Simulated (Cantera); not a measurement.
Charge: 1 mol SiCl4, 0.02 mol HCl, 27 mol H2, at 75.0 mbar.

These are equilibrium values from Cantera (NASA tables, ideal gas, pure condensed phases), not measurements of a reactor. Candidate condensed phases: Si; 19 gas species. The tables' values for SiCl3 are old estimates; treat these amounts as uncertain. The numbers say what is thermodynamically allowed, not how fast it happens. All values below are at 1000 °C.

Base state: H2 0.906, HCl 0.0674, SiCl2 0.0130, SiCl4 0.00635, SiCl3 0.00355, SiHCl3 0.00341, SiH2Cl2 0.000254 (mole fractions); condensed: Si(s).

Problem. What changes in the equilibrium state with this change: HCl from 0.02 to 3.5 mol?

Solution. 
| species | before | after |
|---|---|---|
| H2 | 0.906 | 0.835 |
| HCl | 0.0674 | 0.133 |
| SiCl4 | 0.00635 | 0.0156 |
| SiCl2 | 0.0130 | 0.00751 |
| SiH2Cl2 | 0.000254 | 0.000135 |
| SiCl3 | 0.00355 | 0.00423 |
| SiHCl3 | 0.00341 | 0.00391 |
| Si(s), mol | 0.239 | 0 |
